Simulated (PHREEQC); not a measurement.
Dissolve 44 mmol/kgw H3PO4 and 0.81 mmol/kgw NaOH at 25 °C. Closed to the air; pH follows from the charge balance.

The numbers come from PHREEQC with the ion-association model, wateq4f.dat.

No solid was allowed to form.

Q: Predict the pH, ionic strength.

A: pH 1.87; ionic strength 0.0159 mol/kgw.

Q: In which forms is P present?

A: H3PO4 64 %, H2PO4- 36 % of the P.

Species that the database lacks are ignored. H3PO4, which wateq4f.dat lacks, is added to it with the constant of phreeqc.dat.
